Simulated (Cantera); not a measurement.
## Premixed flame

A freely propagating, adiabatic, planar premixed flame of CH₄ : H₂ : O₂ : N₂ = 1 : 0.043 : 3.6 : 12 (molar parts), equivalence ratio 0.56, unburnt at 598 K and 1.00 bar; mixture-averaged transport, grid criteria slope 0.08 and curve 0.16, no radiation.

Detailed kinetics in Cantera: GRI-Mech 3.0 (53 species, 325 reactions). Burning velocities carry a grid error of a few per cent, more on coarse grids.

```tsv
z (mm)	T (K)	u (m/s)	x CH₄	x H₂	x O₂	x CH₃	x NO₂	x HCO
-1.37	598	0.727	0.0600	0.00286	0.216	2.70e-8	<1e-8	<1e-8
-0.916	602	0.731	0.0598	0.00325	0.216	2.28e-7	<1e-8	<1e-8
-0.687	612	0.745	0.0591	0.00368	0.215	8.97e-7	<1e-8	<1e-8
-0.458	667	0.813	0.0557	0.00443	0.211	6.31e-6	1.71e-8	<1e-8
-0.229	940	1.15	0.0398	0.00560	0.188	0.000145	2.69e-8	1.95e-7
-0.114	1234	1.52	0.0225	0.00613	0.159	0.000628	1.18e-8	3.68e-6
0	1534	1.90	0.00574	0.00549	0.126	0.000617	<1e-8	1.69e-5
0.114	1670	2.06	0.000470	0.00346	0.108	7.03e-5	<1e-8	5.41e-6
0.229	1723	2.12	2.26e-5	0.00243	0.101	3.72e-6	<1e-8	3.68e-7
0.458	1787	2.19	6.33e-8	0.00187	0.0973	1.24e-8	<1e-8	<1e-8
0.916	1852	2.26	<1e-8	0.00119	0.0953	<1e-8	<1e-8	<1e-8
1.83	1896	2.31	<1e-8	0.000531	0.0948	<1e-8	<1e-8	<1e-8
3.66	1917	2.33	<1e-8	0.000191	0.0949	<1e-8	1.02e-8	<1e-8
```
x: mole fraction of selected species; z is measured from the peak of heat release.

```
Item                          Value
------------------------  ---------
laminar burning velocity  72.6 cm/s
thermal thickness          0.458 mm
peak x(CH₃)                0.000827
peak x(HCO)                 1.71e-5
grid points                     136
```
